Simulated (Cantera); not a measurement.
What does this Cantera script print?

```python
import numpy as np
import cantera as ct

gas_names = [...]  # 136 gases of nasa_gas.yaml made of C, H, N, O
cond_names = """
    C(gr) C6H6(L) C7H8(L) C8H18(L),n-octa H2O(s) H2O(L)
""".split()


# ... load() reads the species with a 1 bar reference pressure and builds the phases ...
atoms = {
    'C2H5OH': {'C': 2, 'H': 6, 'O': 1},
    'NH3': {'N': 1, 'H': 3},
    'N2': {'N': 2},
}
top_T = {'C(gr)': 4500}  # K; cautious upper limits of use, not melting points


# ... equilibrate(T, P, feed) seeds the gas with the atoms and calls Mixture.equilibrate('TP', solver="vcs", rtol=1e-11, max_steps=5000) ...
results = []
T = 2575  # K
P = 1000  # Pa
for m in [0.36, 0.46, 0.59, 0.76, 0.97, 1.2, 1.6, 2, 2.6]:
    feed = {'C2H5OH': 1, 'NH3': m, 'N2': 26}  # mol
    mix = equilibrate(T, P, feed)
    results.append((T, P, feed, dict(zip(mix.species_names, mix.species_moles))))

top = {s: max(r[3][s] / sum(r[3][g] for g in gas_names) for r in results) for s in gas_names}
cols = sorted((s for s in top if top[s] > 1e-06), key=lambda s: -top[s])[:8]
seen = [c for c in cond_names if any(r[3].get(c, 0) > 1e-12 for r in results)]
print("log10 of partial pressures in bar; condensed amounts in mol")
print(f"{'n(NH3)':>10s}" + "".join(f"{s[:9]:>10s}" for s in cols + seen))
for T, P, feed, n in results:
    ng = sum(n[g] for g in gas_names)
    print(f"{feed['NH3']:10.4g}" + "".join(f"{np.log10(max(n[s] / ng * P / 1e5, 1e-99)):10.3f}" for s in cols)
          + "".join(f"{n.get(c, 0):10.4g}" for c in seen))
```

Result:

```
log10 of partial pressures in bar; condensed amounts in mol
    n(NH3)        N2         H        H2        CO       HCN       HNC        CN C2H2,acet     C(gr)
      0.36    -2.094    -3.080    -3.240    -3.506    -3.738    -4.633    -4.772    -5.073    0.1991
      0.46    -2.097    -3.071    -3.220    -3.510    -3.730    -4.625    -4.773    -5.053    0.1775
      0.59    -2.100    -3.059    -3.197    -3.514    -3.719    -4.614    -4.774    -5.029    0.1499
      0.76    -2.104    -3.044    -3.168    -3.519    -3.707    -4.602    -4.777    -5.000    0.1145
      0.97    -2.110    -3.028    -3.135    -3.526    -3.693    -4.588    -4.779    -4.967    0.0717
       1.2    -2.115    -3.012    -3.102    -3.533    -3.679    -4.574    -4.782    -4.935   0.02599
       1.6    -2.124    -2.985    -3.049    -3.545    -3.678    -4.573    -4.806    -4.923         0
         2    -2.132    -2.962    -3.003    -3.556    -3.686    -4.582    -4.838    -4.932         0
       2.6    -2.144    -2.933    -2.945    -3.573    -3.700    -4.595    -4.881    -4.947         0
```

Method: chemical equilibrium by Gibbs-energy minimisation in Cantera with the NASA 1993 tables (ideal gas, pure condensed phases).
